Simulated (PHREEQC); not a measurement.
0.041 g of hydrous ferric oxide (600 m²/g; 0.2 weak and 0.005 strong sites per Fe, Dzombak-Morel constants, diffuse double layer) in 1 kg of water with 0.3 mol/kgw of an inert sodium salt, at 25 °C; the pH is set by adding NaOH or the inert anion's acid. O2 is buffered at 0.21 atm. No CO2 enters from the air. Precipitation was switched off in this run.

Base run: PHREEQC, ion-association model, wateq4f.dat. Each further column changes one thing. The table gives surface charge σ (C/m²).

```tsv
pH	base	background salt from 0.3 to 0.03 mol/kgw	oxide from 0.041 to 0.21 g/kgw	5.6e-05 mol/kgw Na2SO4 added
3	0.368	…	0.368	…
4.33	0.331	0.232	0.331	0.261
5.67	0.191	…	0.191	0.175
7	0.066	…	0.066	0.066
8.33	-0.012	…	-0.012	-0.012
9.67	-0.101	…	-0.101	-0.101
11	-0.244	…	-0.244	-0.244
```

Question: What belongs in the gaps?

Answer: 
- 3, background salt from 0.3 to 0.03 mol/kgw: 0.350
- 3, 5.6e-05 mol/kgw Na2SO4 added: 0.278
- 5.67, background salt from 0.3 to 0.03 mol/kgw: 0.097
- 7, background salt from 0.3 to 0.03 mol/kgw: 0.028
- 8.33, background salt from 0.3 to 0.03 mol/kgw: -0.005
- 9.67, background salt from 0.3 to 0.03 mol/kgw: -0.045
- 11, background salt from 0.3 to 0.03 mol/kgw: -0.137

The oxide is taken as insoluble; below pH 4 it would dissolve.
